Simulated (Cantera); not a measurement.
Input: 1 mol CF4, 0.021 mol F2, 17 mol H2, at 0.00133 bar.

Method: chemical equilibrium by Gibbs-energy minimisation in Cantera with the NASA 1993 tables (ideal gas, pure condensed phases). Candidate condensed phases: C, C6H6, C7H8, C8H18; 95 gas species. Kinetics and transport are ignored.

x: gas mole fraction; n: condensed amount in mol.

| T (K) | x H | x H2 | x HF | x C3 | x C2H2 (acetylene) | n C(graphite) |
|---|---|---|---|---|---|---|
| 2223 | 0.142 | 0.658 | 0.197 | 2.87e-6 | 0.00191 | 0.921 |
| 2273 | 0.182 | 0.623 | 0.193 | 7.57e-6 | 0.00235 | 0.900 |
| 2323 | 0.227 | 0.581 | 0.188 | 1.91e-5 | 0.00281 | 0.875 |
| 2373 | 0.280 | 0.534 | 0.183 | 4.63e-5 | 0.00329 | 0.846 |
| 2423 | 0.337 | 0.482 | 0.176 | 0.000108 | 0.00373 | 0.812 |
| 2473 | 0.399 | 0.426 | 0.170 | 0.000244 | 0.00411 | 0.769 |
| 2523 | ___ | ___ | 0.163 | ___ | 0.00439 | ___ |
| 2573 | ___ | ___ | 0.156 | ___ | 0.00455 | ___ |
| 2623 | 0.585 | 0.257 | 0.148 | 0.00230 | 0.00455 | 0.479 |
| 2673 | 0.638 | 0.207 | 0.142 | 0.00460 | 0.00442 | 0.214 |
| 2723 | 0.685 | 0.163 | 0.135 | 0.00669 | 0.00344 | 0 |
| 2773 | 0.726 | 0.127 | 0.130 | 0.00689 | 0.00213 | 0 |
| 2823 | 0.759 | 0.0978 | 0.124 | 0.00677 | 0.00127 | 0 |

Problem. Some entries are withheld; supply them.

Solution. 
- 2523, x H: 0.462
- 2523, x H2: 0.369
- 2523, x C3: 0.000531
- 2523, n C(graphite): 0.712
- 2573, x H: 0.525
- 2573, x H2: 0.312
- 2573, x C3: 0.00112
- 2573, n C(graphite): 0.626
